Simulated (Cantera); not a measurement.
## Stirred combustor or abatement burner

A perfectly stirred reactor is fed with 17.0 % H2, 17.4 % O2, 65.3 % N2, 0.289 % NO, at 1.00 bar; it is adiabatic with a 475 K inlet, and is followed from long to short residence time, starting on the burning branch (τ in s: 0.44, 0.13, 0.036, 0.01, 0.003, 0.00087, 0.00025, 7.2e-05, 2.1e-05, 6e-06).

Model: GRI-Mech 3.0 (53 species, 325 reactions), integrated in Cantera. The mechanism lacks 2 NO + O2 → 2 NO2 and HONO, so NO2 and the effect of NO are under-described below about 1400 K.

| τ (s) | T (K) | x H2 | x O2 | x NO | x H | x O |
|---|---|---|---|---|---|---|
| 0.44 | 1765 | 6.60e-5 | 0.0964 | 0.00315 | 4.66e-6 | 6.11e-5 |
| 0.13 | 1762 | 0.000136 | 0.0963 | 0.00315 | 1.32e-5 | 0.000121 |
| 0.036 | 1757 | 0.000315 | 0.0962 | 0.00315 | 4.64e-5 | 0.000281 |
| 0.010 | 1746 | 0.000738 | 0.0959 | 0.00315 | 0.000170 | 0.000665 |
| 0.0030 | 1726 | 0.00162 | 0.0956 | 0.00315 | 0.000563 | 0.00146 |
| 0.00087 | 1684 | 0.00349 | 0.0953 | 0.00314 | 0.00182 | 0.00310 |
| 0.00025 | 1603 | 0.00721 | 0.0958 | 0.00312 | 0.00528 | 0.00582 |
| 7.2e-5 | 1461 | 0.0154 | 0.0994 | 0.00309 | 0.0124 | 0.00843 |
| 2.1e-5 | 475 | 0.170 | 0.174 | 0.00289 | <1e-12 | <1e-12 |
| 6.0e-6 | 475 | 0.170 | 0.174 | 0.00289 | <1e-12 | <1e-12 |
x: mole fraction; the columns are a selection and need not sum to one.
